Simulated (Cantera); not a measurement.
Input (Python, Cantera) and output of one run.

```python
import numpy as np
import cantera as ct

gas_names = """
    C CH CH2 CH3 CH2OH CH3O CH4 CH3OH CO CO2 COOH C2 C2H CHCO,ketyl C2H2,acetylene C2H2,vinylidene
    CH2CO,ketene C2H3,vinyl CH3CO,acetyl C2H4 C2H4O,ethylen CH3CHO,ethanal CH3COOH (HCOOH)2 C2H5 C2H6
    CH3OCH3 C2H5OH C2O C3 C3H3,propargyl C3H4,allene C3H4,propyne C3H4,cyclo- C3H5,allyl C3H6,propylene
    C3H6,cyclo- C3H6O C3H7,n-propyl C3H7,i-propyl C3H8 C3H8O,1propanol C3H8O,2propanol C3O2 C4 C4H2
    C4H4,1,3-cyclo- C4H6,butadiene C4H6,2-butyne C4H6,cyclo- C4H8,1-butene C4H8,cis2-buten
    C4H8,tr2-butene C4H8,isobutene C4H8,cyclo- (CH3COOH)2 C4H9,n-butyl C4H9,i-butyl C4H9,s-butyl
    C4H9,t-butyl C4H10,isobutane C4H10,n-butane C5 C5H6,1,3cyclo- C5H8,cyclo- C5H10,1-pentene
    C5H10,cyclo- C5H11,pentyl C5H11,t-pentyl C5H12,n-pentane C5H12,i-pentane CH3C(CH3)2CH3 C6H2
    C6H5,phenyl C6H5O,phenoxy C6H6 C6H5OH,phenol C6H10,cyclo- C6H12,1-hexene C6H12,cyclo- C6H13,n-hexyl
    C7H7,benzyl C7H8 C7H8O,cresol C7H14,1-heptene C7H15,n-heptyl C7H16,n-heptane C8H8,styrene
    C8H10,ethylbenz C8H16,1-octene C8H17,n-octyl C8H18,isooctane C8H18,n-octane C9H19,n-nonyl
    C10H8,naphthale C10H21,n-decyl C12H9,o-bipheny C12H10,bipheny H HCO HO2 H2 HCHO,formaldehy HCOOH H2O
    H2O2 O OH O2 O3 Si SiC SiC2 SiC4H12 SiH SiH2 SiH3 SiH4 SiO SiO2 Si2 Si2C Si3
""".split()
cond_names = """
    C(gr) C6H6(L) C7H8(L) C8H18(L),n-octa H2O(s) H2O(L) Si(cr) Si(L) SiC(b) SiO2(Lqz) SiO2(hqz) SiO2(L)
""".split()


def load(file, names, dense=False):
    # The tables refer to 1 bar. Condensed volumes are neglected.
    table = {s.name: s for s in ct.Species.list_from_file(file)}
    out = []
    for n in names:
        d = dict(table[n].input_data)
        d["thermo"] = dict(d["thermo"], **{"reference-pressure": 1e5})
        if dense:
            d["equation-of-state"] = {"model": "constant-volume", "density": "1e6 g/cm^3"}
        out.append(ct.Species.from_dict(d))
    return out


gas = ct.Solution(thermo="ideal-gas", species=load("nasa_gas.yaml", gas_names))
cond = {s.name: ct.Solution(thermo="fixed-stoichiometry", species=[s], name=s.name)
        for s in load("nasa_condensed.yaml", cond_names, dense=True)}
atoms = {
    'HMDSO': {'Si': 2, 'C': 6, 'H': 18, 'O': 1},
    'H2O': {'H': 2, 'O': 1},
}
top_T = {'C(gr)': 4500, 'SiC(b)': 3050}  # K; cautious upper limits of use, not melting points


def equilibrate(T, P, feed):
    n = {}
    for name, mol in feed.items():
        for a, k in atoms[name].items():
            n[a] = n.get(a, 0.0) + k * mol
    gas.TPX = T, P, n
    mass = sum(n.values()) * gas.mean_molecular_weight
    gas.equilibrate("TP")
    valid = [c for c in cond.values() if c.min_temp <= T <= top_T.get(c.name, c.max_temp)]
    mix = ct.Mixture([(gas, mass / gas.mean_molecular_weight)] + [(c, 0.0) for c in valid])
    mix.T, mix.P = T, P
    mix.equilibrate("TP", solver="vcs", rtol=1e-11, max_steps=5000)
    return mix


results = []
feed = {'HMDSO': 1, 'H2O': 0.55}  # mol
P = 22  # Pa
for T in [1550, 1625, 1700, 1775, 1850, 1925, 2000, 2075]:
    mix = equilibrate(T, P, feed)
    results.append((T, P, feed, dict(zip(mix.species_names, mix.species_moles))))

top = {s: max(r[3][s] / sum(r[3][g] for g in gas_names) for r in results) for s in gas_names}
cols = sorted((s for s in top if top[s] > 0.0001), key=lambda s: -top[s])[:6]
seen = [c for c in cond_names if any(r[3].get(c, 0) > 1e-12 for r in results)]
print("log10 of partial pressures in bar; condensed amounts in mol")
print(f"{'T/K':>10s}" + "".join(f"{s[:9]:>10s}" for s in cols + seen))
for T, P, feed, n in results:
    ng = sum(n[g] for g in gas_names)
    print(f"{T:10.4g}" + "".join(f"{np.log10(max(n[s] / ng * P / 1e5, 1e-99)):10.3f}" for s in cols)
          + "".join(f"{n.get(c, 0):10.4g}" for c in seen))
```

It prints:

```
log10 of partial pressures in bar; condensed amounts in mol
       T/K        H2         H        CO        Si      SiC2       SiO     C(gr)    SiC(b)
      1550    -3.724    -6.364    -4.514    -9.534   -12.112    -7.134     2.457     1.996
      1625    -3.725    -6.014    -4.515    -8.730   -11.060    -7.013     2.459     1.995
      1700    -3.727    -5.695    -4.516    -7.997   -10.103    -6.904     2.462     1.993
      1775    -3.732    -5.404    -4.519    -7.327    -9.228    -6.806     2.466      1.99
      1850    -3.739    -5.138    -4.523    -6.712    -8.425    -6.717     2.475      1.98
      1925    -3.753    -4.896    -4.530    -6.146    -7.687    -6.640     2.503     1.948
      2000    -3.776    -4.677    -4.543    -5.622    -7.005    -6.574     2.592     1.844
      2075    -3.819    -4.484    -4.568    -5.137    -6.374    -6.527     2.872      1.51
```

Equilibrium computed with Cantera from the NASA thermochemical tables; the gas is ideal and each condensed phase is pure. The feed counts by its element totals alone.
